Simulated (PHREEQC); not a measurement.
A solution holds 0.011 mol Al2(SO4)3 and 0.23 mol HCl per kg of water, at 25 °C. Closed to the air; pH follows from the charge balance.

Model: ion-association model, phreeqc.dat, run in PHREEQC.

No solid was allowed to form.

Question: What pH, ionic strength does the model give?

Answer: pH 0.79; ionic strength 0.307 mol/kgw.

Question: In which forms is Al present?

Answer: Al+3 66 %, AlSO4+ 32 %, AlHSO4+2 1.1 %, Al(SO4)2- 1.0 % of the Al.
